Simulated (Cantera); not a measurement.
A freely propagating, adiabatic, planar premixed flame of CH3OH : O2 : N2 = 1 : 1.15 : 4.96 (molar parts), equivalence ratio 1.3, unburnt at 600 K and 0.133 bar; mixture-averaged transport, grid criteria slope 0.08 and curve 0.16, no radiation.

Detailed kinetics in Cantera: GRI-Mech 3.0 (53 species, 325 reactions). GRI-Mech 3.0 was tuned for natural gas; its chemistry of methanol as a main component is partial and can be far from experiment. Burning velocities carry a grid error of a few per cent, more on coarse grids.

x: mole fraction of selected species; z is measured from the peak of heat release.

```tsv
z (mm)	T (K)	u (m/s)	x CH3OH	x O2	x HCN	x OH	x NO	x CH2O
-4.70	600	1.65	0.140	0.161	<1e-8	<1e-8	<1e-8	1.03e-6
-3.14	603	1.67	0.139	0.160	<1e-8	<1e-8	<1e-8	1.56e-5
-2.35	613	1.71	0.138	0.158	<1e-8	<1e-8	<1e-8	8.57e-5
-1.57	675	1.91	0.132	0.151	1.05e-8	<1e-8	1.30e-8	0.000720
-0.784	989	2.91	0.100	0.123	9.19e-8	___	1.41e-7	0.00613
-0.392	1332	4.06	0.0561	0.0908	2.24e-7	___	4.36e-7	0.0126
0	1680	5.31	0.0105	0.0573	4.71e-7	___	9.82e-7	0.00838
0.392	1809	5.78	0.000314	0.0357	6.47e-7	___	1.59e-6	0.000697
0.784	1836	5.86	2.05e-6	0.0220	5.10e-7	___	2.08e-6	1.43e-5
1.57	1859	5.91	<1e-8	0.0113	2.14e-7	0.00809	2.73e-6	6.43e-8
3.14	1880	5.94	<1e-8	0.00775	3.74e-8	0.00835	3.55e-6	<1e-8
6.27	1901	5.99	<1e-8	0.00679	<1e-8	0.00824	4.79e-6	<1e-8
12.5	1932	6.07	<1e-8	0.00604	<1e-8	0.00803	7.02e-6	<1e-8
```

### Question
What belongs in the gaps?

### Answer

- -0.784, x OH: 3.03e-6
- -0.392, x OH: 0.000147
- 0, x OH: 0.00159
- 0.392, x OH: 0.00411
- 0.784, x OH: 0.00639
